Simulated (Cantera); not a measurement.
Cantera run:

```python
import numpy as np
import cantera as ct

gas_names = """
    H HNO HNO2 HNO3 HO2 H2 H2O H2O2 N NH NH2 NH3 NH2OH NO NO2 NO3 N2 N2H2 N2H4 N2O O OH O2 O3 Si SiH
    SiH2 SiH3 SiH4 SiN SiO SiO2 Si2 Si2N Si3
""".split()
cond_names = """
    H2O(s) H2O(L) Si(cr) Si(L) SiO2(Lqz) SiO2(hqz) SiO2(L) Si2N2O(s) Si3N4(a)
""".split()


def load(file, names, dense=False):
    # The tables refer to 1 bar. Condensed volumes are neglected.
    table = {s.name: s for s in ct.Species.list_from_file(file)}
    out = []
    for n in names:
        d = dict(table[n].input_data)
        d["thermo"] = dict(d["thermo"], **{"reference-pressure": 1e5})
        if dense:
            d["equation-of-state"] = {"model": "constant-volume", "density": "1e6 g/cm^3"}
        out.append(ct.Species.from_dict(d))
    return out


gas = ct.Solution(thermo="ideal-gas", species=load("nasa_gas.yaml", gas_names))
cond = {s.name: ct.Solution(thermo="fixed-stoichiometry", species=[s], name=s.name)
        for s in load("nasa_condensed.yaml", cond_names, dense=True)}
atoms = {
    'Si3N4': {'Si': 3, 'N': 4},
    'H2O': {'H': 2, 'O': 1},
    'N2': {'N': 2},
}
top_T = {'Si2N2O(s)': 2100, 'Si3N4(a)': 2400}  # K; cautious upper limits of use, not melting points


def equilibrate(T, P, feed):
    n = {}
    for name, mol in feed.items():
        for a, k in atoms[name].items():
            n[a] = n.get(a, 0.0) + k * mol
    gas.TPX = T, P, n
    mass = sum(n.values()) * gas.mean_molecular_weight
    gas.equilibrate("TP")
    valid = [c for c in cond.values() if c.min_temp <= T <= top_T.get(c.name, c.max_temp)]
    mix = ct.Mixture([(gas, mass / gas.mean_molecular_weight)] + [(c, 0.0) for c in valid])
    mix.T, mix.P = T, P
    mix.equilibrate("TP", solver="vcs", rtol=1e-11, max_steps=5000)
    return mix


results = []
feed = {'Si3N4': 1, 'H2O': 0.12, 'N2': 5.4}  # mol
P = 133.322  # Pa
for T in [1448, 1473, 1498, 1523, 1548, 1573, 1598, 1623, 1648, 1673, 1698]:
    mix = equilibrate(T, P, feed)
    results.append((T, P, feed, dict(zip(mix.species_names, mix.species_moles))))

top = {s: max(r[3][s] / sum(r[3][g] for g in gas_names) for r in results) for s in gas_names}
cols = sorted((s for s in top if top[s] > 1e-05), key=lambda s: -top[s])[:8]
seen = [c for c in cond_names if any(r[3].get(c, 0) > 1e-12 for r in results)]
print("log10 of partial pressures in bar; condensed amounts in mol")
print(f"{'T/K':>10s}" + "".join(f"{s[:9]:>10s}" for s in cols + seen))
for T, P, feed, n in results:
    ng = sum(n[g] for g in gas_names)
    print(f"{T:10.4g}" + "".join(f"{np.log10(max(n[s] / ng * P / 1e5, 1e-99)):10.3f}" for s in cols)
          + "".join(f"{n.get(c, 0):10.4g}" for c in seen))
```

Output:

```
log10 of partial pressures in bar; condensed amounts in mol
       T/K        N2        H2       SiO        Si         H      Si2N       SiN     Si(L) Si2N2O(s)  Si3N4(a)
      1448    -2.885    -4.541    -7.265    -9.801    -7.306   -12.153   -11.035         0    0.1198    0.9201
      1473    -2.885    -4.542    -6.911    -9.378    -7.169   -11.615   -10.661         0    0.1195    0.9202
      1498    -2.885    -4.542    -6.569    -8.970    -7.036   -11.095   -10.299         0    0.1189    0.9204
      1523    -2.885    -4.542    -6.239    -8.575    -6.907   -10.592    -9.950         0    0.1176    0.9208
      1548    -2.885    -4.543    -5.919    -8.193    -6.783   -10.106    -9.612         0     0.115    0.9217
      1573    -2.885    -4.544    -5.610    -7.823    -6.663    -9.636    -9.286         0    0.1097    0.9234
      1598    -2.886    -4.545    -5.311    -7.464    -6.547    -9.181    -8.969         0   0.09951    0.9268
      1623    -2.888    -4.548    -5.021    -7.117    -6.434    -8.739    -8.662         0   0.07985    0.9333
      1648    -2.891    -4.553    -4.739    -6.779    -6.327    -8.310    -8.365         0   0.04253    0.9456
      1673    -2.894    -4.558    -4.554    -6.451    -6.223    -7.893    -8.076         0         0    0.9594
      1698    -2.889    -4.686    -4.679    -6.183    -6.183    -7.585    -7.842     2.876         0         0
```

These are equilibrium values from Cantera (NASA tables, ideal gas, pure condensed phases), not measurements of a reactor. Mutual solubility and eutectic melting of coexisting phases are not modelled. The tables' values for SiN are old estimates; treat these amounts as uncertain.
